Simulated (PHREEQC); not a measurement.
Solution (90 °C): 0.0044 mol/kgw H2SO4, 0.033 mol/kgw Li2SO4 and 0.0018 mol/kgw MgSO4. Closed to the air; pH follows from the charge balance.

The numbers come from PHREEQC with the ion-association model, phreeqc.dat.

The ionic strength comes out as 0.0939 mol/kgw. What activity coefficients do SO4-2, LiSO4-, HSO4-, H+, Li+ get?

SO4-2 0.33, LiSO4- 0.76, HSO4- 0.76, H+ 0.81, Li+ 0.78.

This is a speciation only: nothing precipitates in the calculation. At this temperature some constants are extrapolated from 25 °C, and those without enthalpy data are left unchanged.
